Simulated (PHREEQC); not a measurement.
0.69 g of hydrous ferric oxide (600 m²/g; 0.2 weak and 0.005 strong sites per Fe, Dzombak-Morel constants, diffuse double layer) in 1 kg of water with 0.01 mol/kgw of an inert sodium salt and 0.00015 mol/kgw PbCl2, 1.3e-05 mol/kgw BaCl2 and 3.4e-05 mol/kgw NiCl2, at 25 °C; the pH is set by adding NaOH or the inert anion's acid. Oxygen is held at 0.21 atm. The system is closed to CO2. Nothing may precipitate in this run.

The series has 13 steps of pH, from 3 to 9.

Equilibrium calculation in PHREEQC: ion-association model, wateq4f.dat.

Problem. Near which pH is half of the Pb sorbed, and on which side is more sorbed?

Solution. Near pH 5.1, with more sorbed at higher pH.

Problem. Near which pH is half of the Ni sorbed, and on which side is more sorbed?

Solution. Near pH 6.9, with more sorbed at higher pH.

Problem. At which pH does the surface charge pass through zero?

Solution. Near pH 8.4.

The oxide is taken as insoluble; below pH 4 it would dissolve.
